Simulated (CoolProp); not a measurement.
Vapour-liquid equilibrium of propylene (1) + R134a (2) at 4.93 bar; x and y are mole fractions of (1).

Computed with CoolProp (multi-fluid Helmholtz-energy mixture model, Lemmon 2013 and Tillner-Roth 1994; pair parameters Bell 2016).

```csv
x,bubble temperature (°C),y at the bubble point,dew temperature at overall composition x (°C),liquid density (mol/L)
0.05,…,0.159,14.0,12.29
0.2,…,0.446,9.7,12.50
0.35,-2.6,…,5.2,…
0.5,-5.0,0.665,…,12.68
0.65,-6.3,…,-4.6,…
0.8,-6.9,0.807,-6.9,…
0.95,-6.3,0.933,-6.1,13.11
```

What belongs in the gaps?


- 0.05, bubble temperature (°C): 10.9
- 0.2, bubble temperature (°C): 2.0
- 0.35, y at the bubble point: 0.584
- 0.35, liquid density (mol/L): 12.60
- 0.5, dew temperature at overall composition x (°C): 0.2
- 0.65, y at the bubble point: 0.731
- 0.65, liquid density (mol/L): 12.78
- 0.8, liquid density (mol/L): 12.92

y crosses x between x = 0.8 and 0.95: the model has an azeotrope there.

The pair parameters rest on a limited set of measurements; away from them the model extrapolates.
